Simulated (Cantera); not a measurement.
## TiO2 + CO + H2 + CH4 (carbothermic reduction)

Charge: 1 mol TiO2, 7 mol CO, 0.15 mol H2, 5 mol CH4, equilibrated at 1573 K.

These are equilibrium values from Cantera (NASA tables, ideal gas, pure condensed phases), not measurements of a reactor. Candidate condensed phases: C, C6H6, C7H8, C8H18, H2O, Ti, TiC, TiO, TiO2, Ti2O3, Ti3O5, Ti4O7; 113 gas species. TiC: taken at fixed stoichiometry. Equilibrium is a limit: real reactors are often held back by kinetics, nucleation or transport.

| P (Pa) | log p H2 | log p CO | log p CH4 | log p H | log p H2O | log p CO2 | n C(graphite) | n TiC(s) | n Ti3O5(s) |
|---|---|---|---|---|---|---|---|---|---|
| 10 | -4.28 | -4.33 | -11.29 | -6.53 | -11.59 | -12.10 | 2.00 | 1.00 | 0 |
| 52 | -3.56 | -3.61 | -9.86 | -6.17 | -10.16 | -10.67 | 2.00 | 1.00 | 0 |
| 270 | -2.84 | -2.90 | -8.43 | -5.81 | -8.72 | -9.24 | 2.00 | 1.00 | 0 |
| 1400 | -2.13 | -2.18 | -7.00 | -5.46 | -7.29 | -7.81 | 2.00 | 1.00 | 0 |
| 7200 | -1.42 | -1.47 | -5.57 | -5.10 | -5.87 | -6.39 | 2.00 | 1.00 | 0 |
| 37000 | -0.71 | -0.76 | -4.15 | -4.74 | -4.45 | -4.96 | 2.00 | 1.00 | 0 |
| 190000 | 0.04 | -0.10 | -2.65 | -4.37 | -3.04 | -3.64 | 4.66 | 0 | 0.333 |
| 1000000 | 0.76 | 0.62 | -1.22 | -4.01 | -1.60 | -2.20 | 4.62 | 0 | 0.333 |
log p: log10 of the partial pressure in bar; n: condensed amount in mol.

From 10.0 Pa to 0.370 bar the condensed part is C(graphite) + TiC(s). From 1.90 bar to 10.0 bar the condensed part is C(graphite) + Ti3O5(s).
